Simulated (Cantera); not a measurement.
A closed system holds: 1 mol C₃H₈, 0.022 mol O₂, 16 mol N₂, equilibrated at 5.10 bar.

These are equilibrium values from Cantera (NASA tables, ideal gas, pure condensed phases), not measurements of a reactor. Candidate condensed phases: C, C₆H₆, C₇H₈, C₈H₁₈, H₂O; 136 gas species. Equilibrium is a limit: real reactors are often held back by kinetics, nucleation or transport. All values below are at 898 K.

Base state: N₂ 0.825, H₂ 0.140, CH₄ 0.0321, H₂O 0.00144, CO 0.000795, NH₃ 0.000299, CO₂ 1.89e-5 (mole fractions); condensed: C(graphite).

Task: What changes in the equilibrium state with this change: C₃H₈ replaced by C₆H₆?

Result: 
| species | before | after |
|---|---|---|
| N₂ | 0.825 | 0.860 |
| H₂ | 0.140 | 0.116 |
| CH₄ | 0.0321 | 0.0219 |
| CO₂ | 1.89e-5 | 2.58e-5 |
| NH₃ | 0.000299 | 0.000229 |
| CO | 0.000795 | 0.000928 |
| H₂O | 0.00144 | 0.00138 |
| C(graphite), mol | 2.36 | 5.58 |
